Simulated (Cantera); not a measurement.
A closed system holds: 1 mol Ti, 1.3 mol C₃H₈, at 0.880 bar.

Equilibrium computed with Cantera from the NASA thermochemical tables; the gas is ideal and each condensed phase is pure. Candidate condensed phases: C, C₆H₆, C₇H₈, C₈H₁₈, Ti, TiC; 77 gas species. TiC: taken at fixed stoichiometry. Kinetics and transport are ignored.

### Question
At 1452 °C, list the 4 most abundant gas species with their mole fractions, and the condensed phases.

### Answer
H₂ 0.999, CH₄ 0.000877, H 0.000198, C₂H₂ (acetylene) 9.20e-5. Condensed: C(graphite) + TiC(s).
